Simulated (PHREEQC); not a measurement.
Make-up at 25 °C: 48 mmol/kgw HF, 0.74 mmol/kgw NH4F, 2.2 mmol/kgw H2SiF6 and 0.042 mmol/kgw HCl. Closed to the air; pH follows from the charge balance.

Model: ion-association model, phreeqc.dat, run in PHREEQC.

Each row changes one thing in this solution. This is a speciation only: nothing precipitates in the calculation.

| case | pH | ionic strength (mol/kgw) | HF (mol/kgw) | F- (mol/kgw) | HF2- (mol/kgw) | H4SiO4 (mol/kgw) | SI of Quartz (SiO2) |
|---|---|---|---|---|---|---|---|
| as made | 2.11 | 0.0115 | 0.0432 | 0.00416 | 0.000689 | 9.78e-11 | -6.03 |
| HF replaced by HBF4 at the same molality | 1.37 | … | 0.0114 | 0.000225 | 9.79e-6 | 5.70e-6 | -1.26 |
| HCl from 4.2e-05 to 2.1e-05 mol/kgw | 2.11 | 0.0115 | 0.0432 | 0.00416 | 0.000690 | 9.76e-11 | -6.03 |
| HF from 0.048 to 0.0528 mol/kgw | 2.09 | 0.0118 | 0.0475 | 0.00440 | 0.000803 | 5.94e-11 | -6.24 |
| diluted 5-fold with water | 2.57 | 0.00342 | 0.00760 | 0.00203 | 5.92e-5 | 9.43e-8 | -3.04 |
| diluted 2-fold with water | 2.31 | 0.00670 | 0.0208 | 0.00313 | 0.000249 | 1.71e-9 | -4.79 |
| NH4F replaced by NH4HCO3 at the same molality | 2.11 | 0.0114 | 0.0425 | 0.00412 | 0.000672 | 1.06e-10 | -5.99 |
| H2SiF6 from 0.0022 to 0.00242 mol/kgw | 2.10 | … | 0.0433 | 0.00404 | 0.000673 | 1.12e-10 | -5.97 |

Question: What belongs in the gaps?

Answer: 
- HF replaced by HBF4 at the same molality, ionic strength (mol/kgw): 0.0526
- H2SiF6 from 0.0022 to 0.00242 mol/kgw, ionic strength (mol/kgw): 0.0120

Complexes and solids missing from the database can't appear. SiF6-2 is the database's only silicon fluoride. Real BF4- forms and hydrolyses slowly; the run takes it at equilibrium.
